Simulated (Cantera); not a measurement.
A Cantera script and what it prints.

```python
import numpy as np
import cantera as ct

gas_names = [...]  # 92 gases of nasa_gas.yaml made of C, H, N
cond_names = """
    C(gr) C6H6(L) C7H8(L) C8H18(L),n-octa
""".split()


# ... load() reads the species with a 1 bar reference pressure and builds the phases ...
atoms = {
    'toluene': {'C': 7, 'H': 8},
    'NH3': {'N': 1, 'H': 3},
    'N2': {'N': 2},
}
top_T = {'C(gr)': 4500}  # K; cautious upper limits of use, not melting points


# ... equilibrate(T, P, feed) seeds the gas with the atoms and calls Mixture.equilibrate('TP', solver="vcs", rtol=1e-11, max_steps=5000) ...
results = []
feed = {'toluene': 1, 'NH3': 0.015, 'N2': 1.1}  # mol
T = 2850  # K
P = 10000  # Pa
mix = equilibrate(T, P, feed)
results.append((T, P, feed, dict(zip(mix.species_names, mix.species_moles))))
print(gas.report(threshold=0.0001))
for i in range(1, mix.n_phases):
    print(f"{mix.phase(i).name:16s} {mix.phase_moles(i):12.5e} mol")
```

Result:

```
       temperature   2850 K
          pressure   10000 Pa
           density   0.0033693 kg/m^3
  mean mol. weight   7.984 kg/kmol
   phase of matter   gas

                          1 kg             1 kmol
                     ---------------   ---------------
          enthalpy        1.8268e+07        1.4585e+08  J
   internal energy          1.53e+07        1.2216e+08  J
           entropy             30283        2.4178e+05  J/K
    Gibbs function       -6.8038e+07       -5.4321e+08  J
 heat capacity c_p            4452.1             35546  J/K
 heat capacity c_v            3410.7             27231  J/K

                      mass frac. Y      mole frac. X     chem. pot. / RT
                     ---------------   ---------------   ---------------
                 C        0.00016962        0.00011275           -3.5742
                CN         0.0054874         0.0016839           -19.725
               C2H         0.0037919         0.0012095           -18.947
    C2H2,acetylene          0.068419          0.020979           -30.745
                C3          0.002607        0.00057765           -10.723
              C4H2         0.0021543        0.00034359           -37.894
                 H          0.028367           0.22468           -11.799
               HCN           0.15248          0.045045           -31.524
               HNC           0.02539         0.0075008           -31.524
                H2           0.13475           0.53364           -23.597
                N2           0.57529           0.16396           -32.302
     [  +81 minor]         0.0010991        0.00026475

C(gr)             6.40710e+00 mol
```

These are equilibrium values from Cantera (NASA tables, ideal gas, pure condensed phases), not measurements of a reactor.
